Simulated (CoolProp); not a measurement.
20 sccm (0 °C, 1 atm) of nitrogen bubbles through liquid tetrahydrofuran at 285.1 K and leaves saturated at a total pressure of 0.15 MPa (ideal gas phase). Each further row changes one setting.

Values from CoolProp's reference Helmholtz-energy equation of state, Fiedler 2023.

```
case                      vapour pressure (kPa)  mole fraction of vapour  delivery (mg/min)  delivery (sccm)  change of delivery for a bath 1 K warmer (%)
------------------------  ---------------------  -----------------------  -----------------  ---------------  --------------------------------------------
as stated                                  11.8                   0.0788               5.51             1.71                                           5.4
bath temperature 290.1 K                   15.0                    0.100               7.16             2.23                                           5.3
total pressure 0.3 MPa                     11.8                   0.0394               2.64            0.821                                           5.2
```
